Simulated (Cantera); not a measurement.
A freely propagating, adiabatic, planar premixed flame of 25.8 % H₂, 15.5 % O₂, 58.6 % N₂, unburnt at 500 K and 84000 Pa; mixture-averaged transport, grid criteria slope 0.08 and curve 0.16, no radiation.

Computed with Cantera and the H2/O2 subset of GRI-Mech 3.0, which has no nitrogen chemistry. Burning velocities carry a grid error of a few per cent, more on coarse grids.

**Question.** Predict: laminar burning velocity; thermal thickness; peak x(HO₂); peak x(OH); peak x(H₂O₂).

**Answer.** laminar burning velocity: 446 cm/s
thermal thickness: 0.532 mm
peak x(HO₂): 0.000331
peak x(OH): 0.0164
peak x(H₂O₂): 3.13e-5
